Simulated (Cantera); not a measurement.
A perfectly stirred reactor is fed with C3H8 : O2 : N2 = 1 : 10.4 : 39.2 (molar parts), equivalence ratio 0.48, at 1.01 bar; it is adiabatic with a 473 K inlet, and is followed from long to short residence time, starting on the burning branch (τ in s: 0.023, 0.011, 0.0049, 0.0022, 0.001, 0.00047, 0.00022, 9.9e-05, 4.5e-05, 2.1e-05, 9.4e-06).

Computed with Cantera and GRI-Mech 3.0 (53 species, 325 reactions). GRI-Mech 3.0 was tuned for natural gas; its chemistry of propane as a main component is partial and can be far from experiment.

x: mole fraction; the columns are a selection and need not sum to one.

| τ (s) | T (K) | x C3H8 | x O2 | x NO | x C2H4 | x CH4 |
|---|---|---|---|---|---|---|
| 0.023 | 1593 | 4.56e-6 | 0.105 | 4.30e-6 | [?] | 4.79e-7 |
| 0.011 | 1585 | 7.23e-6 | 0.105 | 3.44e-6 | [?] | 6.97e-7 |
| 0.0049 | 1570 | 1.21e-5 | 0.105 | 2.72e-6 | [?] | 1.20e-6 |
| 0.0022 | 1546 | 2.09e-5 | 0.106 | 2.19e-6 | [?] | 2.45e-6 |
| 0.0010 | 1508 | 3.98e-5 | 0.108 | 1.65e-6 | [?] | 6.29e-6 |
| 0.00047 | 1438 | 9.84e-5 | 0.113 | 8.22e-7 | [?] | 2.51e-5 |
| 0.00022 | 473 | 0.0198 | 0.206 | <1e-12 | <1e-12 | <1e-12 |
| 9.9e-5 | 473 | 0.0198 | 0.206 | <1e-12 | <1e-12 | <1e-12 |
| 4.5e-5 | 473 | 0.0198 | 0.206 | <1e-12 | <1e-12 | <1e-12 |
| 2.1e-5 | 473 | 0.0198 | 0.206 | <1e-12 | <1e-12 | <1e-12 |
| 9.4e-6 | 473 | 0.0198 | 0.206 | <1e-12 | <1e-12 | <1e-12 |

Q: Some entries are withheld; supply them.

A: 
- 0.023, x C2H4: 1.22e-5
- 0.011, x C2H4: 1.82e-5
- 0.0049, x C2H4: 2.84e-5
- 0.0022, x C2H4: 4.57e-5
- 0.0010, x C2H4: 8.04e-5
- 0.00047, x C2H4: 0.000189
